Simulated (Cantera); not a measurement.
A freely propagating, adiabatic, planar premixed flame of H2 : O2 : N2 = 1 : 0.312 : 1.17 (molar parts), equivalence ratio 1.6, unburnt at 673 K and 0.928 atm; mixture-averaged transport, grid criteria slope 0.08 and curve 0.16, no radiation.

Detailed kinetics in Cantera: the H2/O2 subset of GRI-Mech 3.0, which has no nitrogen chemistry. Burning velocities carry a grid error of a few per cent, more on coarse grids.

### Question
What does this change do: inlet temperature 673 to 348 K?

### Answer
```
quantity                     before     after
------------------------  ---------  --------
laminar burning velocity  1100 cm/s  387 cm/s
thermal thickness          0.512 mm  0.377 mm
peak x(H2O2)                4.87e-6   9.43e-5
peak x(H)                     0.101    0.0781
peak x(O)                   0.00753   0.00510
peak x(OH)                   0.0113   0.00718
```
